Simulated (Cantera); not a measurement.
# NO annealing gas

An isothermal, constant-pressure homogeneous reactor starts with 10.6 % NO, 89.4 % N₂, at 1925 K and 27000 Pa.

Model: GRI-Mech 3.0 (53 species, 325 reactions), integrated in Cantera.

```
t (s)       x NO    x N₂O    x NO₂      x O₂   x N₂       x O
--------  ------  -------  -------  --------  -----  --------
0.000300   0.106  5.70e-7  5.36e-8   2.67e-9  0.894   5.86e-7
0.00109    0.106  1.78e-6  4.44e-7   3.68e-8  0.894   2.16e-6
0.00395    0.106  4.03e-6  2.55e-6   6.93e-7  0.894   8.94e-6
0.0143     0.106  5.03e-6  8.02e-6   1.55e-5  0.894   2.64e-5
0.0520     0.106  5.00e-6  9.52e-6  0.000121  0.894   3.14e-5
0.189      0.105  4.92e-6  1.05e-5  0.000522  0.894   3.44e-5
0.684      0.102  4.62e-6  1.33e-5   0.00202  0.896   4.40e-5
2.48      0.0908  3.61e-6  1.90e-5   0.00771  0.901   6.91e-5
9.00      0.0550  1.34e-6  1.98e-5    0.0256  0.919  0.000116
```
x: mole fraction; the columns are a selection and need not sum to one.

Equilibrium at this temperature and pressure: NO 0.00336, N₂O 1.08e-7, NO₂ 1.70e-6, O₂ 0.0514, N₂ 0.945, O 0.000162 (gas phase only).
